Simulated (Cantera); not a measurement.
Charge: 1 mol SiCl4, 0.64 mol CH4, 2.2 mol H2, 2.6 mol HCl, equilibrated at 1330 Pa.

Equilibrium computed with Cantera from the NASA thermochemical tables; the gas is ideal and each condensed phase is pure. Candidate condensed phases: C, C6H6, C7H8, C8H18, Si, SiC; 109 gas species. Gases not in the tables: Si2H6 and higher silanes. Equilibrium is a limit: real reactors are often held back by kinetics, nucleation or transport.

What share of the Si ends up in condensed phases as a function of T (°C), at 627, 777, 927, 1077, 1227, 1377, 1527, 1677, 1827, 1977, 2127, 2277?


```json
[
 {"T (°C)": "627", "Si condensed (%)": "0.0", "as": "-"},
 {"T (°C)": "777", "Si condensed (%)": "0.0", "as": "-"},
 {"T (°C)": "927", "Si condensed (%)": "18.2", "as": "SiC(s)"},
 {"T (°C)": "1077", "Si condensed (%)": "43.6", "as": "SiC(s)"},
 {"T (°C)": "1227", "Si condensed (%)": "47.8", "as": "SiC(s)"},
 {"T (°C)": "1377", "Si condensed (%)": "35.4", "as": "SiC(s)"},
 {"T (°C)": "1527", "Si condensed (%)": "18.2", "as": "SiC(s)"},
 {"T (°C)": "1677", "Si condensed (%)": "1.2", "as": "SiC(s)"},
 {"T (°C)": "1827", "Si condensed (%)": "0.0", "as": "-"},
 {"T (°C)": "1977", "Si condensed (%)": "0.0", "as": "-"},
 {"T (°C)": "2127", "Si condensed (%)": "0.0", "as": "-"},
 {"T (°C)": "2277", "Si condensed (%)": "0.0", "as": "-"}
]
```
